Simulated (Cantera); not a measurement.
Cantera run:

```python
import numpy as np
import cantera as ct

gas_names = """
    Fe FeO N NO NO2 NO3 N2 N2O O O2 O3
""".split()
cond_names = """
    Fe(a) Fe(c) Fe(d) Fe(L) FeO(s) FeO(L) Fe2O3(s) Fe3O4(s)
""".split()


# ... load() reads the species with a 1 bar reference pressure and builds the phases ...
atoms = {
    'Fe2O3': {'Fe': 2, 'O': 3},
    'O2': {'O': 2},
    'N2': {'N': 2},
}
top_T = {'Fe2O3(s)': 1830, 'Fe3O4(s)': 1870}  # K; cautious upper limits of use, not melting points


# ... equilibrate(T, P, feed) seeds the gas with the atoms and calls Mixture.equilibrate('TP', solver="vcs", rtol=1e-11, max_steps=5000) ...
results = []
feed = {'Fe2O3': 1, 'O2': 0.16, 'N2': 15}  # mol
P = 101325  # Pa
for T in [748, 823, 898, 973, 1048, 1123, 1198, 1273, 1348, 1423, 1498, 1573]:
    mix = equilibrate(T, P, feed)
    results.append((T, P, feed, dict(zip(mix.species_names, mix.species_moles))))
    x = sorted(zip(gas.X, gas.species_names), reverse=True)
    print(f"T = {T:g} K  P = {P:g} Pa  gas = {mix.phase_moles(0):.4g} mol")
    print("   x: " + "  ".join(f"{s} {v:.3e}" for v, s in x if v > 1e-05))
    print("   condensed (mol): " + ("  ".join(f"{mix.phase(i).name} {mix.phase_moles(i):.4g}"
          for i in range(1, mix.n_phases) if mix.phase_moles(i) > 1e-12) or "none"))
```

Output:

```
T = 748 K  P = 101325 Pa  gas = 15.16 mol
   x: N2 9.894e-01  O2 1.055e-02
   condensed (mol): Fe2O3(s) 1
T = 823 K  P = 101325 Pa  gas = 15.16 mol
   x: N2 9.894e-01  O2 1.055e-02
   condensed (mol): Fe2O3(s) 1
T = 898 K  P = 101325 Pa  gas = 15.16 mol
   x: N2 9.894e-01  O2 1.055e-02
   condensed (mol): Fe2O3(s) 1
T = 973 K  P = 101325 Pa  gas = 15.16 mol
   x: N2 9.894e-01  O2 1.055e-02
   condensed (mol): Fe2O3(s) 1
T = 1048 K  P = 101325 Pa  gas = 15.16 mol
   x: N2 9.894e-01  O2 1.055e-02  NO 1.300e-05
   condensed (mol): Fe2O3(s) 1
T = 1123 K  P = 101325 Pa  gas = 15.16 mol
   x: N2 9.894e-01  O2 1.054e-02  NO 2.619e-05
   condensed (mol): Fe2O3(s) 1
T = 1198 K  P = 101325 Pa  gas = 15.16 mol
   x: N2 9.894e-01  O2 1.053e-02  NO 4.833e-05
   condensed (mol): Fe2O3(s) 1
T = 1273 K  P = 101325 Pa  gas = 15.16 mol
   x: N2 9.894e-01  O2 1.051e-02  NO 8.294e-05
   condensed (mol): Fe2O3(s) 1
T = 1348 K  P = 101325 Pa  gas = 15.16 mol
   x: N2 9.894e-01  O2 1.049e-02  NO 1.340e-04
   condensed (mol): Fe2O3(s) 1
T = 1423 K  P = 101325 Pa  gas = 15.16 mol
   x: N2 9.893e-01  O2 1.045e-02  NO 2.057e-04
   condensed (mol): Fe2O3(s) 1
T = 1498 K  P = 101325 Pa  gas = 15.16 mol
   x: N2 9.893e-01  O2 1.040e-02  NO 3.022e-04
   condensed (mol): Fe2O3(s) 1
T = 1573 K  P = 101325 Pa  gas = 15.33 mol
   x: N2 9.784e-01  O2 2.101e-02  NO 6.062e-04
   condensed (mol): Fe3O4(s) 0.6667
```

These are equilibrium values from Cantera (NASA tables, ideal gas, pure condensed phases), not measurements of a reactor.
